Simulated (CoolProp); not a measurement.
Carbonyl sulfide at several states: Z from the reference equation and from simpler models built on Tc = 105.6 °C, pc = 6.369 MPa, ω = 0.098; each cubic takes its own stable root.

The numbers come from the reference Helmholtz-energy equation of state, Lemmon 2006 in CoolProp. It is a short technical equation, of lower accuracy than the large ones.

```csv
T (°C),p (MPa),phase,reference
139.65,1.27,gas,0.9472
159.45,0.354,gas,0.9876
138.45,1.36,gas,0.9427
183.25,0.781,gas,0.9769
27.85,14.6,liquid,0.3405
```

Q: How far does each simpler model (van der Waals, Redlich-Kwong, Soave-Redlich-Kwong, Peng-Robinson) lie from the reference over these 5 states: mean and median of the absolute difference, and the worst?

A: 
- van der Waals: mean 9.6 %, median 0.3 %, worst +47.4 % at 27.85 °C and 14.6 MPa
- Redlich-Kwong: mean 1.5 %, median 0.2 %, worst +6.8 % at 27.85 °C and 14.6 MPa
- Soave-Redlich-Kwong: mean 1.2 %, median 0.1 %, worst +5.8 % at 27.85 °C and 14.6 MPa
- Peng-Robinson: mean 1.7 %, median 0.8 %, worst -6.1 % at 27.85 °C and 14.6 MPa
